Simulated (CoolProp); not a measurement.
Toluene at 293.15 K and 7.6 MPa flows at 3.5 m/s in a round tube of 4.6 mm bore and 45 µm roughness, fully developed (64/Re and Nu = 3.66 if laminar; Colebrook and Gnielinski if turbulent). Each further row changes one setting.

Model: reference Helmholtz-energy equation of state, Lemmon 2006, in CoolProp. It is a short technical equation, of lower accuracy than the large ones.

```csv
case,Reynolds number,Darcy friction factor,pressure drop (Pa/m),heat-transfer coefficient (W/(m² K)),mass flow (kg/h)
as stated,22500,0.0402,46700,6750,183
velocity 7 m/s,44900,0.0389,181000,13500,365
diameter 9.2 mm,44900,0.0322,18700,5990,731
```

Viscosity comes from a separate model (Avgeri 2015). Thermal conductivity comes from a separate model (Assael 2012).
